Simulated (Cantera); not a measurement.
Feed: 1 mol B2H6, 4.6 mol H2O, a varied amount of H2, at 1550 K and 13.3 mbar.

Method: chemical equilibrium by Gibbs-energy minimisation in Cantera with the NASA 1993 tables (ideal gas, pure condensed phases). Candidate condensed phases: B, B2O3, B3O3H3, H2O; 23 gas species. The feed counts by its element totals alone. Gases not in the tables: H3BO3. The numbers say what is thermodynamically allowed, not how fast it happens.

**Question.** At 82 mol H2, list the 6 most abundant gas species with their mole fractions, and the condensed phases.

**Answer.** H2 0.970, HBO2 0.0178, H2O 0.00943, B2O3 0.00142, HBO 0.00135, H 0.000269. Condensed: gas only.
